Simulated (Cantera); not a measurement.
Equilibrium for chlorosilane synthesis and conversion: SiCl4 + HCl + H2 + Cl2

Feed: 1 mol SiCl4, 2.7 mol HCl, 5 mol H2, 0.97 mol Cl2, equilibrated at 1130 Torr.

Equilibrium computed with Cantera from the NASA thermochemical tables; the gas is ideal and each condensed phase is pure. Candidate condensed phases: Si; 19 gas species. The tables' values for SiCl3 are old estimates; treat these amounts as uncertain. Equilibrium is a limit: real reactors are often held back by kinetics, nucleation or transport.

| T (K) | x HCl | x H2 | x SiCl4 | x SiHCl3 | x SiCl3 | x SiCl2 |
|---|---|---|---|---|---|---|
| 1023 | 0.481 | 0.416 | 0.103 | 0.000752 | 2.21e-5 | 1.01e-7 |
| 1073 | 0.481 | 0.416 | 0.102 | 0.00108 | 5.72e-5 | 5.11e-7 |
| 1123 | 0.481 | 0.415 | 0.102 | 0.00150 | 0.000135 | 2.23e-6 |
| 1173 | 0.482 | 0.414 | 0.101 | 0.00202 | 0.000296 | 8.55e-6 |
| 1223 | 0.483 | 0.414 | 0.100 | 0.00265 | 0.000604 | 2.91e-5 |
| 1273 | 0.484 | 0.412 | 0.0987 | 0.00336 | 0.00116 | 8.89e-5 |
| 1323 | 0.486 | 0.411 | 0.0968 | 0.00415 | 0.00209 | 0.000246 |
x: gas mole fraction; nothing condenses.

From 1023 K to 1323 K nothing is condensed. The main Si-bearing gas is SiCl4 throughout.
